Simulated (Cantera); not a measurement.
Standard-state values (1 bar) from the NASA 1993 polynomials, evaluated with Cantera. Values are per mole of reaction as written; species without (g) are pure solids or liquids, kept so even where they would boil at 1 bar.

2 Si + O2(g) ⇌ 2 SiO(g)

```tsv
T (K)	ΔH° (kJ)	ΔS° (J/K)	ΔG° (kJ)	log10 K	condensed phases
300	?	?	?	?	Si(s)
1423	-218.4	157.6	-442.7	16.25	Si(s)
1523	-220.4	156.2	-458.4	15.72	Si(s)
1623	?	?	?	?	Si(s)
1723	-324.8	94.3	-487.4	14.78	Si(l)
1823	-326.6	93.4	-496.8	14.23	Si(l)
1923	-328.3	92.4	-506.1	13.75	Si(l)
```

**Question.** What belongs in the gaps?

**Answer.** 
- 300, ΔH° (kJ): -200.9
- 300, ΔS° (J/K): 180.3
- 300, ΔG° (kJ): -255.0
- 300, log10 K: 44.39
- 1623, ΔH° (kJ): -222.4
- 1623, ΔS° (J/K): 154.9
- 1623, ΔG° (kJ): -473.9
- 1623, log10 K: 15.25
